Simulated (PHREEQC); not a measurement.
Make-up at 25 °C: 0.014 mol/kgw NiCl2 and 0.00074 mol/kgw FeSO4. Closed to the air; pH follows from the charge balance.

All values are PHREEQC results (ion-association model, wateq4f.dat), not measurements.

Each row changes one thing in this solution. Precipitation was switched off in this run.

```csv
case,pH,ionic strength (mol/kgw),Fe+2 (mol/kgw),SO4-2 (mol/kgw),FeSO4 (mol/kgw),FeCl+ (mol/kgw),SI of Melanterite (FeSO4:7H2O)
as made,6.00,0.0428,0.000713,0.000458,1.39e-5,1.34e-5,-4.90
NiCl2 from 0.014 to 0.07 mol/kgw,5.77,0.195,0.000696,0.000356,4.10e-6,4.00e-5,-5.42
diluted 100-fold with water,6.76,0.000449,7.38e-6,7.23e-6,7.83e-9,2.59e-9,-8.15
NiCl2 replaced by FeCl3 at the same molality,2.27,0.0698,0.000721,0.000103,2.40e-6,1.70e-5,-5.66
FeSO4 from 0.00074 to 0.000814 mol/kgw,6.00,0.0430,0.000782,0.000503,1.67e-5,1.47e-5,-4.82
0.0012 mol/kgw KHCO3 added,6.01,0.0425,0.000705,0.000463,1.39e-5,1.33e-5,-4.89
```

Some of these states are supersaturated (in Hematite (slow to form), Goethite (slow to form), for instance).
